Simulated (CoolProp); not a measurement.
Vapour-liquid equilibrium of R125 (1) + R236EA (2) at 0.274 MPa; x and y are mole fractions of (1).

Values from CoolProp's multi-fluid Helmholtz-energy mixture model, Lemmon 2005 and Rui 2013; pair parameters Bell 2016.

**Question.** Give the bubble temperature and the first vapour's composition at x = 0.05, 0.5, 0.65. Is there an azeotrope?

**Answer.** x = 0.05: 299.6 K, y = 0.232; x = 0.5: 264.3 K, y = 0.889; x = 0.65: 258.1 K, y = 0.939. No azeotrope shows between x = 0.05 and 0.95.

Pair parameters are fitted to limited data, so mixtures are less certain than the pure fluids.
